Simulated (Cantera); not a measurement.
A Cantera script and its output.

```python
import numpy as np
import cantera as ct

gas = ct.Solution("gri30.yaml", transport_model="mixture-averaged")
show = ['O', 'H2O', 'H']

rows = []
print(f"{'T/K':>7s}{'rho':>11s}{'cp':>10s}{'mu':>11s}{'lambda':>11s}{'Pr':>7s}" + "".join(f"{'D_' + s:>11s}" for s in show))
for T in [400, 500, 600, 700, 800, 900, 1000, 1100]:
    gas.TPX = T, 1333, {'N2O': 0.14, 'CO2': 0.13}
    Pr = gas.cp_mass * gas.viscosity / gas.thermal_conductivity
    D = [gas.mix_diff_coeffs_mole[gas.species_index(s)] for s in show]
    rows.append([gas.density, gas.cp_mass, gas.viscosity, gas.thermal_conductivity, Pr, *D])
    print(f"{T:7g}{gas.density:11.4e}{gas.cp_mass:10.1f}{gas.viscosity:11.4e}"
          f"{gas.thermal_conductivity:11.4e}{Pr:7.3f}" + "".join(f"{d:11.4e}" for d in D))
print("SI units: kg/m3, J/kg/K, Pa s, W/m/K, m2/s")
```

Result:

```
    T/K        rho        cp         mu     lambda     Pr        D_O      D_H2O        D_H
    400 1.7640e-02     954.7 1.9599e-05 2.5399e-02  0.737 3.2120e-03 2.1981e-03 1.2707e-02
    500 1.4112e-02    1028.7 2.3770e-05 3.3234e-02  0.736 4.7536e-03 3.4059e-03 1.9016e-02
    600 1.1760e-02    1089.1 2.7584e-05 4.0863e-02  0.735 6.5162e-03 4.8331e-03 2.6264e-02
    700 1.0080e-02    1139.0 3.1114e-05 4.8213e-02  0.735 8.4840e-03 6.4608e-03 3.4380e-02
    800 8.8200e-03    1180.6 3.4416e-05 5.5269e-02  0.735 1.0645e-02 8.2740e-03 4.3309e-02
    900 7.8400e-03    1215.6 3.7529e-05 6.2042e-02  0.735 1.2991e-02 1.0260e-02 5.3006e-02
   1000 7.0560e-03    1244.9 4.0485e-05 6.8549e-02  0.735 1.5512e-02 1.2410e-02 6.3438e-02
   1100 6.4145e-03    1267.3 4.3306e-05 7.4811e-02  0.734 1.8202e-02 1.4714e-02 7.4573e-02
SI units: kg/m3, J/kg/K, Pa s, W/m/K, m2/s
```

Cantera simulation using GRI-Mech 3.0 (53 species, 325 reactions); the numbers are that mechanism's predictions, not measurements. The composition is frozen, though it would react at the higher temperatures.
